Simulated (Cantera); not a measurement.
## Equilibrium for boron, boron nitride and boron oxide: borazine + O2 + H2

Feed: 1 mol borazine, 4.3 mol O2, 1.7 mol H2, held at 0.190 bar.

Method: chemical equilibrium by Gibbs-energy minimisation in Cantera with the NASA 1993 tables (ideal gas, pure condensed phases). Candidate condensed phases: B, BN, B2O3, B3O3H3, H2O; 39 gas species. The feed counts by its element totals alone. Gases not in the tables: H3BO3. Rates play no part.

```tsv
T (°C)	log p H2O	log p HBO2	log p N2	log p H2	log p B2O3	log p (HBO2)3	log p H	n B2O3(l)
500	-0.92	-7.75	-1.33	-1.73	<-12	-2.33	<-12	1.27
650	-0.91	-5.80	-1.34	-1.73	<-12	-2.74	-10.48	1.41
800	-0.90	-4.42	-1.34	-1.73	-10.06	-3.06	-8.72	1.46
950	-0.90	-3.39	-1.34	-1.74	-7.72	-3.32	-7.39	1.47
1100	-0.91	-2.61	-1.34	-1.74	-5.90	-3.55	-6.35	1.45
1250	-0.93	-1.99	-1.35	-1.75	-4.46	-3.76	-5.51	1.32
1400	-1.00	-1.52	-1.37	-1.77	-3.29	-4.01	-4.83	0.943
1550	-1.16	-1.19	-1.43	-1.83	-2.33	-4.38	-4.28	0
1700	-1.16	-1.20	-1.43	-1.83	-2.25	-5.58	-3.79	0
1850	-1.15	-1.22	-1.43	-1.83	-2.19	-6.60	-3.36	0
2000	-1.15	-1.24	-1.44	-1.83	-2.14	-7.50	-2.99	0
2150	-1.16	-1.26	-1.44	-1.80	-2.10	-8.31	-2.65	0
```
log p: log10 of the partial pressure in bar; n: condensed amount in mol.

From 500 °C to 1400 °C the condensed part is B2O3(l). From 1550 °C to 2150 °C nothing is condensed.
